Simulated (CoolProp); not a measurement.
Properties of normal hydrogen along the isobar 1.36 MPa (Tc = -240.0 °C, pc = 1.296 MPa, ω = -0.219).

Values from CoolProp's reference Helmholtz-energy equation of state, Leachman 2009.

```tsv
T (°C)	phase	speed of sound (m/s)	isothermal compressibility (1/MPa)	viscosity (µPa s)	conductivity (mW/(m K))	fugacity coefficient
-253.15	liquid	1189	0.01561	15.3	106	0.07596
-223.95	supercritical	568.4	0.8328	2.58	44.8	0.8913
-194.75	supercritical	734.4	0.7479	3.55	59.6	0.9805
-165.45	supercritical	846.0	0.7338	4.42	76.7	1.001
-136.25	supercritical	935.6	0.7298	5.21	95.2	1.007
-107.05	supercritical	1016	0.7286	5.96	114	1.009
-77.75	supercritical	1091	0.7284	6.66	132	1.009
-48.55	supercritical	1162	0.7286	7.33	149	1.009
-19.35	supercritical	1229	0.7289	7.97	165	1.009
9.95	supercritical	1294	0.7293	8.60	180	1.008
```

Viscosity comes from a separate model (Muzny 2013). Thermal conductivity comes from a separate model (Assael 2011).
